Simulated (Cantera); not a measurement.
Charge: 1 mol Si, 13 mol HCl, 18 mol N₂, 9.4 mol Cl₂, at 302 °C and 1.33 mbar.

Method: chemical equilibrium by Gibbs-energy minimisation in Cantera with the NASA 1993 tables (ideal gas, pure condensed phases). Candidate condensed phases: NH₄Cl, Si, Si₃N₄; 28 gas species. Rates play no part.

Base state: N₂ 0.457, HCl 0.330, Cl₂ 0.188, SiCl₄ 0.0254 (mole fractions); condensed: gas only.

What changes in the equilibrium state with this change: temperature from 302 °C to 1000 °C?


```csv
species,before,after
N₂,0.457,0.435
HCl,0.330,0.314
Cl₂,0.188,0.131
Cl,7.97e-8,0.0962
SiCl₄,0.0254,0.0242
```

What changes in the equilibrium state with this change: temperature from 302 °C to 1427 °C?


| species | before | after |
|---|---|---|
| N₂ | 0.457 | 0.384 |
| Cl | 7.97e-8 | 0.314 |
| HCl | 0.330 | 0.277 |
| Cl₂ | 0.188 | 0.00356 |
| SiCl₄ | 0.0254 | 0.0173 |
| SiCl₃ | <1e-9 | 0.00299 |
| SiCl₂ | <1e-9 | 0.00102 |
| H | <1e-9 | 1.12e-5 |
The tables' values for SiCl₃ are old estimates; treat these amounts as uncertain.
